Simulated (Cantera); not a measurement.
Charge: 1 mol Si3N4, 0.042 mol CO2, 12 mol H2, 0.015 mol N2O, at 7.28 Torr.

Cantera equilibrium calculation (NASA polynomials, part measured and part estimated; ideal gas, pure solids and liquids). Candidate condensed phases: C, C6H6, C7H8, C8H18, H2O, Si, SiC, SiO2, Si2N2O, Si3N4; 151 gas species. Mutual solubility and eutectic melting of coexisting phases are not modelled. The tables' values for SiN are old estimates; treat these amounts as uncertain. Gases not in the tables: Si2H6 and higher silanes. Rates play no part. All values below are at 1675 °C.

Base state: H2 0.838, N2 0.142, H 0.0105, SiO 0.00558, Si 0.00239, CO 0.00137, HCN 0.000185, SiH 0.000166 (mole fractions); condensed: Si(l) + SiC(s).

Question: What changes in the equilibrium state with this change: Si3N4 replaced by Si?

Answer: 
```
species        before    after
-----------  --------  -------
H2              0.838    0.977
H              0.0105   0.0113
SiO           0.00558  0.00650
N2              0.142  0.00122
SiN           2.62e-5  2.43e-6
Si2N          3.62e-5  3.35e-6
HCN          0.000185  1.85e-5
Si(l), mol       2.86    0.865
SiC(s), mol    0.0189   0.0215
```
